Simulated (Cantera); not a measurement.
A freely propagating, adiabatic, planar premixed flame of 40.3 % H2, 12.6 % O2, 47.1 % N2, unburnt at 375 K and 7500 Torr; multicomponent transport, grid criteria slope 0.08 and curve 0.16, no radiation.

Model: the H2/O2 subset of GRI-Mech 3.0, which has no nitrogen chemistry, integrated in Cantera. The hydrogen kinetics of GRI-Mech 3.0 are dated; newer H2 mechanisms differ, most at raised pressure. Burning velocities carry a grid error of a few per cent, more on coarse grids.

x: mole fraction of selected species; z is measured from the peak of heat release.

| z (mm) | T (K) | u (m/s) | x H2 | x O2 | x OH | x O | x H2O2 | x H2O |
|---|---|---|---|---|---|---|---|---|
| -0.0619 | 375 | 3.67 | 0.403 | 0.126 | <1e-8 | <1e-8 | <1e-8 | 1.81e-8 |
| -0.0413 | 375 | 3.67 | 0.403 | 0.126 | <1e-8 | <1e-8 | <1e-8 | ? |
| -0.0310 | 376 | 3.67 | 0.402 | 0.126 | <1e-8 | <1e-8 | 3.25e-8 | 4.17e-6 |
| -0.0206 | 381 | 3.71 | 0.400 | 0.126 | 2.01e-8 | 1.16e-7 | 8.70e-7 | 8.90e-5 |
| -0.0103 | 501 | 4.73 | 0.375 | 0.128 | 3.55e-5 | 8.05e-6 | 6.95e-5 | 0.00620 |
| -0.00516 | 879 | 7.98 | 0.329 | 0.116 | 0.000951 | 0.000197 | 0.000186 | 0.0436 |
| 0 | 1329 | 11.8 | 0.268 | 0.0853 | 0.00191 | 0.00113 | 7.62e-5 | 0.114 |
| 0.00516 | 1643 | 14.4 | 0.212 | 0.0485 | 0.00347 | 0.00199 | 8.45e-6 | 0.186 |
| 0.0103 | 1823 | 15.9 | 0.178 | 0.0233 | 0.00478 | 0.00185 | 3.72e-6 | 0.233 |
| 0.0206 | 1986 | 17.2 | 0.157 | 0.00513 | 0.00563 | 0.00110 | 1.69e-6 | 0.268 |
| 0.0413 | 2102 | 18.1 | 0.156 | 0.000736 | 0.00497 | 0.000545 | 7.00e-7 | 0.279 |
| 0.0826 | 2186 | 18.7 | 0.160 | 0.000201 | 0.00351 | 0.000224 | 3.36e-7 | 0.284 |
| 0.165 | 2241 | 19.1 | 0.163 | ? | ? | ? | ? | 0.286 |

Problem. What belongs in the gaps?

Solution. 
- -0.0413, x H2O: 3.66e-7
- 0.165, x O2: 6.82e-5
- 0.165, x OH: 0.00216
- 0.165, x O: 7.65e-5
- 0.165, x H2O2: 1.50e-7
